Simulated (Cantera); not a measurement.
Standard-state values (1 bar) from the NASA 1993 polynomials, evaluated with Cantera. Values are per mole of reaction as written; species without (g) are pure solids or liquids, kept so even where they would boil at 1 bar. VN: taken at fixed stoichiometry.

Q: Between 1248 and 2298 K, where is each reaction favourable under standard conditions?
- 2 VN + 4 NO₂(g) → V₂O₅ + 3 N₂O(g)

A: 
- 2 VN + 4 NO₂(g) → V₂O₅ + 3 N₂O(g): ΔG° is -749 kJ at 1248 K and -619 kJ at 2298 K; it stays negative (K > 1). ΔH° is -894 kJ and ΔS° -119 J/K at 2298 K.
